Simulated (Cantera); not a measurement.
Mixture: 17.1 % H2, 13.1 % O2, 49.3 % N2, 20.5 % H2O, at 0.320 bar, adiabatic and at constant volume. Ignition delay is the time to a rise of 400 K.

Computed with Cantera and the H2/O2 subset of GRI-Mech 3.0, which has no nitrogen chemistry.

Problem. At T0 = 1200 K, what is the delay, and which 6 reactions control it most (d ln τ / d ln k, from doubling and halving each rate constant)?

Solution. The delay is 0.198 ms.
```
reaction                d ln τ / d ln k  faster rate
----------------------  ---------------  -----------
H + O2 <=> O + OH                 -0.66  shortens it
H2 + O <=> H + OH                 -0.17  shortens it
H2 + OH <=> H + H2O               -0.08  shortens it
H + HO2 <=> H2 + O2               -0.04  shortens it
H + HO2 <=> 2 OH                  -0.02  shortens it
H + OH + M <=> H2O + M            -0.01  shortens it
```
